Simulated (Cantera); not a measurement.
Mixture: 12.0 % CO, 0.767 % H2, 0.599 % CH4, 17.6 % O2, 66.3 % N2, 2.76 % H2O, at 5.00 bar, adiabatic and at constant pressure. Ignition delay is the time to a rise of 400 K.

Computed with Cantera and GRI-Mech 3.0 (53 species, 325 reactions). Where the delays flatten at high temperature, the 400 K rule measures the pace of heat release, not the induction time.

Problem. Predict: delay at 1200 K; delay at 1400 K; delay at 1600 K; delay at 1800 K; delay at 2000 K.

Solution. 
```json
{
  "delay at 1200 K": "0.207 ms",
  "delay at 1400 K": "35.1 µs",
  "delay at 1600 K": "17.8 µs",
  "delay at 1800 K": "13.0 µs",
  "delay at 2000 K": "11.5 µs"
}
```
